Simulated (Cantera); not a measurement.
**Thermodynamics of halide evaporation, hydrolysis and transport, feed CuF2 + HF + H2**

Charge: 1 mol CuF2, 3.6 mol HF, 20 mol H2, held at 925 °C and 0.113 Torr.

These are equilibrium values from Cantera (NASA tables, ideal gas, pure condensed phases), not measurements of a reactor. Candidate condensed phases: Cu, CuF2; 15 gas species. Equilibrium is a limit: real reactors are often held back by kinetics, nucleation or transport.

| Item | Value |
|---|---|
| x(H2) | 0.772 |
| x(HF) | 0.228 |
| x(Cu) | 7.78e-5 |
| x(H) | 1.37e-5 |
| x(CuF) | 1.79e-6 |
| n(Cu(s)) | 0.998 mol |
| gas amount | 24.60 mol |
| log10 activity of CuF2(l) (absent) | -13.36 |
